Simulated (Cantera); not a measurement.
An adiabatic, constant-pressure homogeneous reactor starts with H2 : O2 : N2 = 1 : 1.32 : 4.95 (molar parts), equivalence ratio 0.38, at 1473 K and 5.00 bar. Integrator tolerance rtol = 1e-08.

Model: the H2/O2 subset of GRI-Mech 3.0, which has no nitrogen chemistry, integrated in Cantera. The hydrogen kinetics of GRI-Mech 3.0 are dated; newer H2 mechanisms differ, most at raised pressure.

### Question
What does this change do: pressure from 5.00 bar to 3.50 bar?

### Answer
| quantity | before | after |
|---|---|---|
| time of steepest temperature rise | 3.46 µs | 4.84 µs |
| temperature at 0.800 s | 2394 K | 2389 K |
| equilibrium temperature | 2394 K | 2389 K |
| x(H2) at 0.800 s | 0.000649 (gas-phase equilibrium 0.000649) | 0.000755 (gas-phase equilibrium 0.000755) |
| x(O2) at 0.800 s | 0.119 (gas-phase equilibrium 0.119) | 0.118 (gas-phase equilibrium 0.118) |
| x(OH) at 0.800 s | 0.00710 (gas-phase equilibrium 0.00710) | 0.00763 (gas-phase equilibrium 0.00763) |
| x(H2O) at 0.800 s | 0.143 (gas-phase equilibrium 0.143) | 0.143 (gas-phase equilibrium 0.143) |
| x(H2O2) at 0.800 s | 6.12e-7 (gas-phase equilibrium 6.12e-7) | 5.04e-7 (gas-phase equilibrium 5.04e-7) |

### Question
What does this change do: initial temperature 1473 to 1698 K?

### Answer
| quantity | before | after |
|---|---|---|
| time of steepest temperature rise | 3.46 µs | 1.79 µs |
| temperature at 0.800 s | 2394 K | 2566 K |
| equilibrium temperature | 2394 K | 2566 K |
| x(H2) at 0.800 s | 0.000649 (gas-phase equilibrium 0.000649) | 0.00149 (gas-phase equilibrium 0.00149) |
| x(O2) at 0.800 s | 0.119 (gas-phase equilibrium 0.119) | 0.117 (gas-phase equilibrium 0.117) |
| x(OH) at 0.800 s | 0.00710 (gas-phase equilibrium 0.00710) | 0.0121 (gas-phase equilibrium 0.0121) |
| x(H2O) at 0.800 s | 0.143 (gas-phase equilibrium 0.143) | 0.139 (gas-phase equilibrium 0.139) |
| x(H2O2) at 0.800 s | 6.12e-7 (gas-phase equilibrium 6.12e-7) | 8.60e-7 (gas-phase equilibrium 8.60e-7) |

### Question
What does this change do: H2 1 to 1.4 parts?

### Answer
```csv
quantity,before,after
time of steepest temperature rise,3.46 µs,3.20 µs
temperature at 0.800 s,2394 K,2632 K
equilibrium temperature,2394 K,2632 K
x(H2) at 0.800 s,0.000649 (gas-phase equilibrium 0.000649),0.00317 (gas-phase equilibrium 0.00317)
x(O2) at 0.800 s,0.119 (gas-phase equilibrium 0.119),0.0844 (gas-phase equilibrium 0.0844)
x(OH) at 0.800 s,0.00710 (gas-phase equilibrium 0.00710),0.0156 (gas-phase equilibrium 0.0156)
x(H2O) at 0.800 s,0.143 (gas-phase equilibrium 0.143),0.188 (gas-phase equilibrium 0.188)
x(H2O2) at 0.800 s,6.12e-7 (gas-phase equilibrium 6.12e-7),1.13e-6 (gas-phase equilibrium 1.13e-6)
```
